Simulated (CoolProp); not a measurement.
n-perfluorohexane along the isobar 2.1 MPa: fugacity coefficient from the reference equation and from simpler models built on Tc = 448.0 K, pc = 1.742 MPa, ω = 0.497; each cubic takes its own stable root.

Computed with CoolProp (reference Helmholtz-energy equation of state, Gao 2022).

| T (K) | phase | reference | van der Waals | Redlich-Kwong | Soave-Redlich-Kwong |
|---|---|---|---|---|---|
| 290.6 | liquid | 0.01159 | 0.1304 | 0.04289 | 0.01187 |
| 297.9 | liquid | 0.01600 | 0.1463 | 0.05319 | 0.01639 |
| 305.2 | liquid | 0.02162 | 0.1631 | 0.06506 | 0.02217 |
| 312.5 | liquid | 0.02868 | 0.1808 | 0.07855 | 0.02943 |
| 319.8 | liquid | 0.03735 | 0.1994 | 0.09373 | 0.03839 |
| 327.1 | liquid | 0.04786 | 0.2189 | 0.1106 | 0.04927 |
| 334.4 | liquid | 0.06039 | 0.2391 | 0.1292 | 0.06229 |
| 341.7 | liquid | 0.07511 | 0.2601 | 0.1496 | 0.07764 |
| 349.1 | liquid | 0.09245 | 0.2821 | 0.1719 | 0.09577 |
| 356.4 | liquid | 0.1121 | 0.3045 | 0.1956 | 0.1163 |
| 363.7 | liquid | 0.1343 | 0.3275 | 0.2208 | 0.1397 |
| 371 | liquid | 0.1591 | 0.3509 | 0.2475 | 0.1658 |
| 378.3 | liquid | 0.1866 | 0.3749 | 0.2756 | 0.1949 |
| 385.6 | liquid | 0.2168 | 0.3992 | 0.3050 | 0.2268 |
